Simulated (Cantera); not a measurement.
Cantera run:

```python
import numpy as np
import cantera as ct

gas_names = """
    O2 PbO B2O2
""".split()
cond_names = """
    Pb(cr) Pb(L) B(b) B(L) Li(cr) Li(L) Li2O(s) Li2O(L) V(cr) V(L) V2O5(s) V2O5(L)
""".split()


# ... load() reads the species with a 1 bar reference pressure and builds the phases ...
species = {s.name: s for s in load("nasa_gas.yaml", gas_names) + load("nasa_condensed.yaml", cond_names)}
# Each term lists the table entries of one substance; the one whose range holds T is used.
reactions = {
    '2 Pb + O2(g) = 2 PbO(g)':
        [(-2, ['Pb(cr)', 'Pb(L)']), (-1, ['O2']), (2, ['PbO'])],
    '2 B + O2(g) = B2O2(g)':
        [(-2, ['B(b)', 'B(L)']), (-1, ['O2']), (1, ['B2O2'])],
    '4 Li + O2(g) = 2 Li2O':
        [(-4, ['Li(cr)', 'Li(L)']), (-1, ['O2']), (2, ['Li2O(s)', 'Li2O(L)'])],
    '0.8 V + O2(g) = 0.4 V2O5':
        [(-0.8, ['V(cr)', 'V(L)']), (-1, ['O2']), (0.4, ['V2O5(s)', 'V2O5(L)'])],
}


def pick(names, T):
    return next(species[n] for n in names if species[n].thermo.min_temp <= T <= species[n].thermo.max_temp)


results = []
for label, terms in reactions.items():
    print(label)
    print("     T/K   dH/kJ  dS/(J/K)   dG/kJ   log10 K")
    for T in [748, 898, 1048, 1198, 1348, 1498]:
        used = [(nu, pick(names, T)) for nu, names in terms]
        dH = sum(nu * s.thermo.h(T) for nu, s in used) / 1e6
        dS = sum(nu * s.thermo.s(T) for nu, s in used) / 1e3
        dG = dH - T * dS / 1e3
        logK = -dG * 1e6 / (ct.gas_constant * T * np.log(10))
        results.append((label, T, dH, dS, dG, logK, [s.name for _, s in used]))
        print(f"{T:8g} {dH:8.1f} {dS:8.1f} {dG:8.1f} {logK:8.2f}")
```

It prints:

```
2 Pb + O2(g) = 2 PbO(g)
     T/K   dH/kJ  dS/(J/K)   dG/kJ   log10 K
     748    122.4    112.0     38.5    -2.69
     898    119.3    108.3     22.0    -1.28
    1048    116.4    105.3      6.0    -0.30
    1198    113.5    102.7     -9.6     0.42
    1348    110.7    100.6    -24.8     0.96
    1498    108.0     98.6    -39.8     1.39
2 B + O2(g) = B2O2(g)
     T/K   dH/kJ  dS/(J/K)   dG/kJ   log10 K
     748   -456.7     25.2   -475.6    33.21
     898   -457.6     24.1   -479.3    27.88
    1048   -458.6     23.1   -482.8    24.06
    1198   -459.8     22.0   -486.2    21.20
    1348   -461.0     21.1   -489.4    18.96
    1498   -462.4     20.1   -492.5    17.17
4 Li + O2(g) = 2 Li2O
     T/K   dH/kJ  dS/(J/K)   dG/kJ   log10 K
     748  -1212.6   -280.6  -1002.7    70.02
     898  -1210.8   -278.4   -960.8    55.89
    1048  -1207.0   -275.3   -918.5    45.78
    1198  -1202.7   -271.5   -877.4    38.26
    1348  -1197.6   -267.5   -837.0    32.43
    1498  -1192.0   -263.5   -797.2    27.80
0.8 V + O2(g) = 0.4 V2O5
     T/K   dH/kJ  dS/(J/K)   dG/kJ   log10 K
     748   -615.2   -166.5   -490.7    34.26
     898   -613.1   -163.9   -465.9    27.10
    1048   -584.8   -134.0   -444.4    22.15
    1198   -582.4   -131.8   -424.4    18.51
    1348   -580.2   -130.1   -404.8    15.69
    1498   -578.3   -128.8   -385.4    13.44
```

Source: NASA polynomial tables (part measured, part estimated), evaluated in Cantera. Condensed species are held in their standard states even where they would react or evaporate.
